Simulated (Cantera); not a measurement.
A Cantera script and its output.

```python
import numpy as np
import cantera as ct

gas = ct.Solution("h2o2.yaml")
gas.TPX = 523, 300000, {'H2': 1, 'O2': 0.357, 'N2': 1.34}
flame = ct.FreeFlame(gas, width=0.019)
flame.set_refine_criteria(ratio=3, slope=0.08, curve=0.16)
flame.transport_model = "unity-Lewis-number"
flame.solve(loglevel=0, auto=True)
z, T = flame.grid, flame.T
thick = (T[-1] - T[0]) / np.gradient(T, z).max()
show = ['H2', 'O2', 'OH', 'O', 'H', 'HO2']
print(f"laminar burning velocity  {flame.velocity[0] * 100:.3f} cm/s")
print(f"burnt temperature         {T[-1]:.1f} K")
print(f"thermal thickness         {thick * 1e3:.4f} mm")
print(f"grid points               {len(z)}")
z0 = z[flame.heat_release_rate.argmax()]
print(f"{'z/mm':>9s}{'T/K':>9s}{'u/(m/s)':>9s}" + "".join(f"{s:>11s}" for s in show))
rows = []
for k in (-3, -2, -1.5, -1, -0.5, -0.25, 0, 0.25, 0.5, 1, 2, 4, 8):
    zz = z0 + k * thick
    rows.append([k * thick, np.interp(zz, z, T), np.interp(zz, z, flame.velocity),
                 *(np.interp(zz, z, flame.X[gas.species_index(s)]) for s in show)])
    print(f"{rows[-1][0] * 1e3:9.3f}{rows[-1][1]:9.1f}{rows[-1][2]:9.3f}" + "".join(f"{x:11.3e}" for x in rows[-1][3:]))
```

Result:

```
laminar burning velocity  469.308 cm/s
burnt temperature         2454.0 K
thermal thickness         0.0896 mm
grid points               99
     z/mm      T/K  u/(m/s)         H2         O2         OH          O          H        HO2
   -0.269    523.0    4.693  3.708e-01  1.324e-01  6.150e-13  2.979e-11  4.414e-13  1.091e-08
   -0.179    523.1    4.694  3.708e-01  1.324e-01  3.056e-11  1.463e-09  2.184e-11  2.272e-07
   -0.134    523.4    4.696  3.707e-01  1.323e-01  3.739e-10  1.648e-08  2.599e-10  1.593e-06
   -0.090    526.1    4.720  3.705e-01  1.322e-01  7.985e-09  2.312e-07  5.050e-09  1.372e-05
   -0.045    609.2    5.436  3.619e-01  1.274e-01  2.672e-05  2.099e-05  3.678e-05  3.430e-04
   -0.022    926.1    8.101  3.220e-01  1.069e-01  6.866e-04  4.115e-04  4.118e-03  4.258e-04
    0.000   1386.6   11.774  2.216e-01  6.092e-02  3.260e-03  3.131e-03  3.465e-02  1.585e-04
    0.022   1684.1   14.010  1.383e-01  2.298e-02  8.125e-03  5.463e-03  6.325e-02  5.133e-05
    0.045   1837.9   15.111  1.146e-01  9.953e-03  1.108e-02  5.498e-03  6.420e-02  2.044e-05
    0.090   1996.2   16.203  1.114e-01  4.782e-03  1.222e-02  4.210e-03  5.140e-02  9.131e-06
    0.179   2143.5   17.186  1.142e-01  2.729e-03  1.121e-02  2.532e-03  3.622e-02  4.920e-06
    0.358   2263.7   17.968  1.165e-01  1.391e-03  8.997e-03  1.280e-03  2.395e-02  2.466e-06
    0.717   2351.8   18.530  1.182e-01  6.033e-04  6.412e-03  5.513e-04  1.499e-02  1.055e-06
```

Model: the H2/O2 subset of GRI-Mech 3.0, which has no nitrogen chemistry, integrated in Cantera. The hydrogen kinetics of GRI-Mech 3.0 are dated; newer H2 mechanisms differ, most at raised pressure. Unity Lewis numbers drop preferential diffusion, which matters most where H2 and H carry the flame. Burning velocities carry a grid error of a few per cent, more on coarse grids.
